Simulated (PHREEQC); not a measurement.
**Hard or scaling water: speciation**

Consider water at 25 °C with 0.19 mmol/kgw CaSO4, 0.096 mmol/kgw CO2 and 150 mmol/kgw KCl. Closed to the air; pH follows from the charge balance.

Computed with PHREEQC (ion-association model, phreeqc.dat).

| Item | Result |
|---|---|
| pH | 5.19 |
| ionic strength | 0.151 mol/kgw |
| specific conductance | 18200 µS/cm |
| density | 1.004 g/cm³ |

```tsv
species	molality	activity	log γ
Cl-	0.150	0.111	-0.133
K+	0.150	0.110	-0.135
Ca+2	0.000189	6.59e-5	-0.459
SO4-2	0.000143	4.62e-5	-0.490
CO2	8.79e-5	9.10e-5	0.015
KSO4-	4.68e-5	3.57e-5	-0.117
HCO3-	8.09e-6	6.18e-6	-0.117
H+	8.06e-6	6.52e-6	-0.092
CaSO4	5.23e-7	5.41e-7	0.015
HSO4-	3.86e-8	2.93e-8	-0.120
CaHCO3+	6.72e-9	5.19e-9	-0.112
OH-	2.12e-9	1.54e-9	-0.137
```

This is a speciation only: nothing precipitates in the calculation.
